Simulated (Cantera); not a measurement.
# Thermodynamics of hydrogen reduction and annealing atmospheres, feed V2O5 + H2

A closed system holds: 1 mol V2O5, 1500 mol H2, equilibrated at 0.100 bar.

Equilibrium computed with Cantera from the NASA thermochemical tables; the gas is ideal and each condensed phase is pure. Candidate condensed phases: H2O, V, VO, V2O3, V2O4, V2O5; 12 gas species. VO: taken at fixed stoichiometry. Condensed phases not in the tables: the oxides between V2O3 and V2O5 other than VO2. Equilibrium is a limit: real reactors are often held back by kinetics, nucleation or transport.

```json
[
 {"T (K)": "925", "log p H2": "-1.00", "log p H": "-10.08", "log p H2O": "-3.88", "log p VO": "<-13", "n V2O3(s)": "1.00", "n VO(s)": "0"},
 {"T (K)": "1025", "log p H2": "-1.00", "log p H": "-8.86", "log p H2O": "-3.88", "log p VO": "<-13", "n V2O3(s)": "1.00", "n VO(s)": "0"},
 {"T (K)": "1125", "log p H2": "-1.00", "log p H": "-7.85", "log p H2O": "-3.88", "log p VO": "<-13", "n V2O3(s)": "1.00", "n VO(s)": "0"},
 {"T (K)": "1225", "log p H2": "-1.00", "log p H": "-7.01", "log p H2O": "-3.88", "log p VO": "<-13", "n V2O3(s)": "1.00", "n VO(s)": "0"},
 {"T (K)": "1325", "log p H2": "-1.00", "log p H": "-6.29", "log p H2O": "-3.88", "log p VO": "-12.75", "n V2O3(s)": "1.00", "n VO(s)": "0"},
 {"T (K)": "1425", "log p H2": "-1.00", "log p H": "-5.67", "log p H2O": "-3.70", "log p VO": "-11.25", "n V2O3(s)": "0", "n VO(s)": "2.00"},
 {"T (K)": "1525", "log p H2": "-1.00", "log p H": "-5.13", "log p H2O": "-3.70", "log p VO": "-9.97", "n V2O3(s)": "0", "n VO(s)": "2.00"},
 {"T (K)": "1625", "log p H2": "-1.00", "log p H": "-4.65", "log p H2O": "-3.70", "log p VO": "-8.86", "n V2O3(s)": "0", "n VO(s)": "2.00"},
 {"T (K)": "1725", "log p H2": "-1.00", "log p H": "-4.23", "log p H2O": "-3.70", "log p VO": "-7.88", "n V2O3(s)": "0", "n VO(s)": "2.00"},
 {"T (K)": "1825", "log p H2": "-1.00", "log p H": "-3.86", "log p H2O": "-3.70", "log p VO": "-7.01", "n V2O3(s)": "0", "n VO(s)": "2.00"},
 {"T (K)": "1925", "log p H2": "-1.00", "log p H": "-3.52", "log p H2O": "-3.70", "log p VO": "-6.24", "n V2O3(s)": "0", "n VO(s)": "1.98"},
 {"T (K)": "2025", "log p H2": "-1.00", "log p H": "-3.22", "log p H2O": "-3.70", "log p VO": "-5.55", "n V2O3(s)": "0", "n VO(s)": "1.93"}
]
```
log p: log10 of the partial pressure in bar; n: condensed amount in mol.

From 925 K to 1325 K the condensed part is V2O3(s). From 1425 K to 2025 K the condensed part is VO(s).
